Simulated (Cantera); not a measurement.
Feed: 1 mol MgSO₄, 0.74 mol H₂O, 0.16 mol CO₂, equilibrated at 1700 K and 24.0 Pa.

Cantera equilibrium calculation (NASA polynomials, part measured and part estimated; ideal gas, pure solids and liquids). Candidate condensed phases: C, C₆H₆, C₇H₈, C₈H₁₈, H₂O, H₂SO₄, Mg, MgCO₃, MgO, Mg(OH)₂, MgS, MgSO₄, S; 130 gas species. The numbers say what is thermodynamically allowed, not how fast it happens.

Base state: SO₂ 0.415, H₂O 0.304, O₂ 0.207, CO₂ 0.0658, OH 0.00507, O 0.00131, H₂ 0.000867, CO 0.000642 (mole fractions); condensed: MgO(s).

Question: What changes in the equilibrium state with this change: H₂O from 0.74 to 5.6 mol?

Answer: 
```csv
species,before,after
H₂O,0.304,0.761
SO₂,0.415,0.137
O₂,0.207,0.0690
CO₂,0.0658,0.0216
SO₃,4.46e-5,8.49e-6
H₂,0.000867,0.00376
H,0.000280,0.000583
CO,0.000642,0.000364
SO,0.000357,0.000204
"MgO(s), mol",1.000,1.000
```

Question: What changes in the equilibrium state with this change: CO₂ from 0.16 to 0.4 mol?

Answer: 
| species | before | after |
|---|---|---|
| SO₂ | 0.415 | 0.377 |
| H₂O | 0.304 | 0.276 |
| O₂ | 0.207 | 0.188 |
| CO₂ | 0.0658 | 0.149 |
| CO | 0.000642 | 0.00153 |
| SO₃ | 4.46e-5 | 3.86e-5 |
| OH | 0.00507 | 0.00472 |
| H₂ | 0.000867 | 0.000825 |
| SO | 0.000357 | 0.000340 |
| MgO(s), mol | 1.000 | 1.000 |

Question: What changes in the equilibrium state with this change: temperature from 1700 K to 675 K?

Answer: 
| species | before | after |
|---|---|---|
| H₂O | 0.304 | 0.822 |
| CO₂ | 0.0658 | 0.178 |
| SO₂ | 0.415 | 4.52e-7 |
| O₂ | 0.207 | 2.26e-7 |
| OH | 0.00507 | <1e-9 |
| O | 0.00131 | <1e-9 |
| H₂ | 0.000867 | <1e-9 |
| CO | 0.000642 | <1e-9 |
| MgO(s), mol | 1.000 | 0 |
| MgSO₄(s), mol | 0 | 1.00 |
